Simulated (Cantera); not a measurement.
**SO2 + H2O (abatement and gas-phase synthesis)**

Input: 1 mol SO2, 2.8 mol H2O, at 1 atm.

Method: chemical equilibrium by Gibbs-energy minimisation in Cantera with the NASA 1993 tables (ideal gas, pure condensed phases). Candidate condensed phases: H2O, H2SO4, S; 19 gas species. Kinetics and transport are ignored.

```tsv
T (K)	x H2O	x SO2	x H2	x OH	x O2	x SO	x H	x O
2100	0.724	0.260	0.00715	0.00315	0.00355	0.00153	0.000262	8.23e-5
2200	0.717	0.258	0.0109	0.00535	0.00551	0.00267	0.000585	0.000199
2300	0.706	0.255	0.0161	0.00863	0.00819	0.00442	0.00122	0.000447
2400	0.691	0.251	0.0227	0.0133	0.0118	0.00699	0.00238	0.000934
2500	0.671	0.244	0.0311	0.0197	0.0163	0.0106	0.00440	0.00184
2600	0.646	0.236	0.0411	0.0281	0.0219	0.0154	0.00773	0.00342
2700	0.614	0.225	0.0527	0.0387	0.0285	0.0216	0.0130	0.00606
```
x: gas mole fraction; nothing condenses.

From 2100 K to 2700 K nothing is condensed.
